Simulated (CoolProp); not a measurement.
The numbers come from the reference Helmholtz-energy equation of state, Lemmon 2006 in CoolProp. It is a short technical equation, of lower accuracy than the large ones.

Question: For neopentane, give the phase and the density (kg/m³), cp (kJ/(kg K)), Joule-Thomson coefficient (K/MPa), fugacity coefficient at 181.15 °C and 15.9 MPa.

Answer: 
- 181.15 °C and 15.9 MPa: supercritical; density 449, cp 2.99, Joule-Thomson coefficient 0.134, fugacity coefficient 0.294
